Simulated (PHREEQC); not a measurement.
A solution holds 0.0053 mol/kgw NaHCO3 and 0.21 mol/kgw NaF, at 30 °C. Closed to the air; pH follows from the charge balance.

Computed with PHREEQC (ion-association model, phreeqc.dat).

Precipitation was switched off in this run.

### Question
Order these C species by the share of C that they hold, largest first: CO2, CO3-2, NaCO3-, NaHCO3, HCO3-.

### Answer
HCO3- (91 %), NaHCO3 (5.3 %), CO2 (1.9 %), NaCO3- (1.2 %), CO3-2 (0.81 %)

The pH is 7.85 and the ionic strength 0.203 mol/kgw. Complexes and solids missing from the database can't appear.
